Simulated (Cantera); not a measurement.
Input: 1 mol C₂H₆, 0.031 mol O₂, held at 0.0700 bar.

Equilibrium computed with Cantera from the NASA thermochemical tables; the gas is ideal and each condensed phase is pure. Candidate condensed phases: C, C₆H₆, C₇H₈, C₈H₁₈, H₂O; 131 gas species. Ions and electrons are included (thermal ionisation). Kinetics and transport are ignored.

At 2500 K, list the 4 most abundant gas species with their mole fractions, and the condensed phases.

H₂ 0.882, H 0.0892, CO 0.0193, C₂H₂ (acetylene) 0.00954. Condensed: C(graphite).
